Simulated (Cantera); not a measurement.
A perfectly stirred reactor is fed with 14.5 % H2, 85.5 % O2, equivalence ratio 0.085, at 9.00 Torr; it is held at 950 K, and followed from long to short residence time.

Cantera simulation using the H2/O2 subset of GRI-Mech 3.0, which has no nitrogen chemistry; the numbers are that mechanism's predictions, not measurements. Radical loss at walls, strong at low pressure, is not modelled. The temperature is held fixed by assumption; the heat of reaction is taken as removed at once.

x: mole fraction; the columns are a selection and need not sum to one.

| τ (s) | x H2 | x O2 | x H2O | x H | x H2O2 | x O |
|---|---|---|---|---|---|---|
| 7.1 | 0.000496 | 0.843 | 0.156 | 4.27e-5 | 2.02e-7 | 0.000353 |
| 2.9 | 0.000846 | 0.843 | 0.155 | 0.000104 | 2.38e-7 | 0.000619 |
| 1.2 | [?] | 0.842 | 0.155 | [?] | [?] | [?] |
| 0.49 | 0.00235 | 0.841 | 0.153 | 0.000607 | 3.11e-7 | 0.00180 |
| 0.20 | 0.00387 | 0.840 | 0.151 | 0.00146 | 3.46e-7 | 0.00300 |
| 0.081 | 0.00637 | 0.837 | 0.146 | 0.00346 | 3.75e-7 | 0.00492 |
| 0.033 | 0.0105 | 0.833 | 0.139 | 0.00784 | 3.88e-7 | 0.00778 |
| 0.014 | 0.0168 | 0.827 | 0.126 | 0.0157 | 3.82e-7 | 0.0114 |
| 0.0056 | 0.0282 | 0.819 | 0.106 | 0.0277 | 3.62e-7 | 0.0152 |
| 0.0023 | [?] | 0.817 | [?] | [?] | 3.40e-7 | 0.0162 |

What belongs in the gaps?


- 1.2, x H2: 0.00141
- 1.2, x H: 0.000250
- 1.2, x H2O2: 2.74e-7
- 1.2, x O: 0.00106
- 0.0023, x H2: 0.0477
- 0.0023, x H2O: 0.0801
- 0.0023, x H: 0.0352
